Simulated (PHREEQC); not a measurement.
PHREEQC input (ion-association model, wateq4f.dat):

```
SOLUTION_SPECIES
  2 NO3- + 12 H+ + 10 e- = N2 + 6 H2O  # shut off: nitrate stays nitrate
    -log_k -100
    -delta_h 0
    -analytic -100
SOLUTION 1
  temp 25
  units mol/kgw
  pH 7 charge
  N(5) 0.0052
  Pb 0.0018
SOLUTION 2
  temp 25
  units mol/kgw
  pH 7 charge
  Cl 0.0196
  Ni 0.0098
END
SELECTED_OUTPUT 1
  -reset false
  -pH true
  -pe true
  -ionic_strength true
  -water true
  -totals Cl N Ni Pb N(5) N(3) N(0) N(-3)
  -molalities H+ Cl- NO3- Ni+2 Pb+2 NH3 O2 NH4+ OH- PbCl+
    PbCl2 PbCl3- PbCl4-2 PbOH+ Pb(OH)2 Pb(OH)3- Pb2OH+3 PbNO3+ Pb3(OH)4+2 NO2-
    NiCl+ NiOH+ Ni(OH)2 Ni(OH)3- Pb(OH)4-2 NiCl2
  -equilibrium_phases Litharge Cotunnite Laurionite Ni(OH)2
PRINT
  -reset false
MIX 1
  1 1
  2 0
EQUILIBRIUM_PHASES 1
  Litharge 0 0
  Cotunnite 0 0
  Laurionite 0 0
  Ni(OH)2 0 0
  O2(g) -0.68 10
END
# ... the last block is repeated for the other 10 points of share of solution B
```

Selected output (columns that matter, 11 of 11 rows; share of solution B added in front):

```
share of solution B	pH	mu	Cl	N	Ni	Pb	m_H+	m_Cl-	m_NO3-	m_Ni+2	m_Pb+2	m_OH-	m_PbCl+	m_PbNO3+
0	2.8297	0.0068182	0	0.0052	0	0.0018	0.0016	0	0.0051091	0	0.0017091	7.3891e-12	0	9.0904e-05
0.1	2.8793	0.0089484	0.00196	0.00468	0.00098	0.00162	0.00144	0.0018819	0.0046122	0.00097687	0.0014774	8.3799e-12	7.4577e-05	6.7789e-05
0.2	2.9338	0.011107	0.00392	0.00416	0.00196	0.00144	0.00128	0.003783	0.0041102	0.0019479	0.0012661	9.5959e-12	0.00012352	4.9758e-05
0.3	2.9946	0.013288	0.00588	0.00364	0.00294	0.00126	0.00112	0.0056989	0.0036044	0.0029135	0.0010712	1.114e-11	0.00015202	3.5635e-05
0.4	3.0641	0.015486	0.00784	0.00312	0.00392	0.00108	0.00096001	0.0076262	0.0030954	0.0038741	0.00089006	1.3182e-11	0.00016376	2.4625e-05
0.5	3.1456	0.017697	0.0098	0.0026	0.0049	0.0009	0.00080001	0.0095628	0.0025838	0.0048299	0.00072047	1.6024e-11	0.00016147	1.6158e-05
0.6	3.2446	0.019919	0.01176	0.00208	0.00588	0.00072	0.00064001	0.011507	0.0020702	0.0057812	0.00056088	2.027e-11	0.00014726	9.8082e-06
0.7	3.3715	0.02215	0.01372	0.00156	0.00686	0.00054	0.00048001	0.013457	0.0015547	0.0067282	0.00040998	2.7326e-11	0.00012279	5.2502e-06
0.8	3.5493	0.024387	0.01568	0.00104	0.00784	0.00036	0.00032001	0.015412	0.0010378	0.0076711	0.00026674	4.1412e-11	8.9396e-05	2.2269e-06
0.9	3.852	0.026631	0.01764	0.00052	0.00882	0.00018	0.00016002	0.017371	0.00051947	0.00861	0.00013032	8.3623e-11	4.8162e-05	5.3264e-07
1	6.0701	0.028877	0.0196	0	0.0098	0	9.7174e-07	0.019333	0	0.0095442	0	1.3896e-08	0	0
```
